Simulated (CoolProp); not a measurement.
Vapour-liquid equilibrium of R143a (1) + dimethyl ether (2) at -88.75 °C; x and y are mole fractions of (1).

The numbers come from the multi-fluid Helmholtz-energy mixture model, Lemmon and Jacobsen 2000 and Wu 2011; pair parameters Bell 2016 in CoolProp.

| x | bubble pressure, mixture model (MPa) | bubble pressure, Raoult's law (MPa) | y, mixture model | y, Raoult's law |
|---|---|---|---|---|
| 0.05 | … | 0.002279 | 0.225 | 0.184 |
| 0.15 | 0.003219 | 0.002920 | … | 0.430 |
| 0.25 | 0.003951 | 0.003561 | 0.620 | 0.588 |
| 0.35 | 0.004620 | 0.004203 | 0.713 | 0.697 |
| 0.45 | 0.005243 | 0.004844 | 0.781 | 0.778 |
| 0.55 | 0.005832 | 0.005485 | 0.834 | 0.839 |
| 0.65 | 0.006401 | 0.006126 | 0.878 | 0.888 |
| 0.75 | 0.006960 | 0.006767 | … | 0.928 |
| 0.85 | 0.007518 | 0.007409 | 0.951 | 0.960 |
| 0.95 | 0.008083 | 0.008050 | 0.984 | 0.988 |

Task: Some entries are withheld; supply them.

Result: 
- 0.05, bubble pressure, mixture model (MPa): 0.002404
- 0.15, y, mixture model: 0.478
- 0.75, y, mixture model: 0.917

The largest gap from Raoult's law is +11.0 % in bubble pressure, at x = 0.25. No azeotrope shows between x = 0.05 and 0.95.

Pair parameters are fitted to limited data, so mixtures are less certain than the pure fluids.
